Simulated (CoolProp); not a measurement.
Properties of ethanol along the isobar 0.485 MPa (Tc = 241.6 °C, pc = 6.268 MPa, ω = 0.644).

Model: reference Helmholtz-energy equation of state, Schroeder 2014, in CoolProp.

```csv
T (°C),phase,density (kg/m³),cp (kJ/(kg K)),conductivity (mW/(m K)),Prandtl number
129.15,gas,7.292,2.109,27.2,0.921
134.75,gas,7.145,2.101,27.9,0.910
140.45,gas,7.004,2.095,28.5,0.900
146.05,gas,6.873,2.091,29.1,0.891
151.75,gas,6.747,2.090,29.8,0.883
157.35,gas,6.629,2.090,30.4,0.876
162.95,gas,6.518,2.092,31.1,0.870
168.65,gas,6.409,2.096,31.7,0.864
174.25,gas,6.308,2.100,32.4,0.859
179.85,gas,6.210,2.106,33.1,0.855
185.55,gas,6.115,2.112,33.8,0.851
191.15,gas,6.025,2.119,34.4,0.847
196.75,gas,5.939,2.127,35.1,0.844
202.45,gas,5.854,2.136,35.8,0.841
208.05,gas,5.774,2.145,36.5,0.838
213.75,gas,5.695,2.154,37.2,0.835
```

Viscosity comes from a separate model (Kiselev 2005). Thermal conductivity comes from a separate model (Assael 2013).
